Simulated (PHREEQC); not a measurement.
Consider water at 20 °C with 0.057 mol/kgw HCl, 0.00036 mol/kgw NiCl2, 0.00095 mol/kgw KCl and 0.068 mol/kgw Mn(NO3)2. It is in equilibrium with CO2 at log p = -3.5 (atm). Otherwise closed; pH follows from the charge balance.

Equilibrium calculation in PHREEQC: ion-association model, wateq4f.dat.

Precipitation was switched off in this run.

Order these Mn species by the share of Mn that they hold, largest first: Mn(NO3)2, Mn+2, MnCl+.

Mn+2 (93 %), MnCl+ (6.1 %), Mn(NO3)2 (0.90 %)

Order these Cl species by the share of Cl that they hold, largest first: MnCl+, MnCl2, Cl-.

Cl- (93 %), MnCl+ (7.1 %), MnCl2 (0.16 %)

The pH is 1.35 and the ionic strength 0.253 mol/kgw.
